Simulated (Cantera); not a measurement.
Charge: 1 mol CH3F, 0.24 mol H2, at 7.90e-5 bar.

These are equilibrium values from Cantera (NASA tables, ideal gas, pure condensed phases), not measurements of a reactor. Candidate condensed phases: C, C6H6, C7H8, C8H18; 95 gas species. The numbers say what is thermodynamically allowed, not how fast it happens.

Problem. At 2325 K, list the 4 most abundant gas species with their mole fractions, and the condensed phases.

Solution. H 0.501, HF 0.333, H2 0.164, F 0.00130. Condensed: C(graphite).
